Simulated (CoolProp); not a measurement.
Properties of n-dodecane at several states (Tc = 658.1 K, pc = 1.818 MPa, ω = 0.574).

Values from CoolProp's reference Helmholtz-energy equation of state, Lemmon 2004. It is a short technical equation, of lower accuracy than the large ones.

```tsv
T (K)	p (MPa)	phase	cp (kJ/(kg K))	cv (kJ/(kg K))	speed of sound (m/s)	conductivity (mW/(m K))	Prandtl number	fugacity coefficient
583.4	0.259	gas	2.849	2.767	154.2	35.0	0.730	0.9109
515	4	liquid	(withheld)	2.631	619.9	93.8	(withheld)	0.05266
409.2	0.158	liquid	2.631	2.244	(withheld)	111	8.65	0.05846
452.5	3.05	liquid	2.796	2.408	(withheld)	104	7.27	0.01511
```

Question: Complete the blanks.

Answer: 
- 515, cp (kJ/(kg K)): 3.038
- 515, Prandtl number: 5.75
- 409.2, speed of sound (m/s): 887.1
- 452.5, speed of sound (m/s): 784.3

Viscosity comes from a separate model (Huber 2004). Thermal conductivity comes from a separate model (Huber 2004).
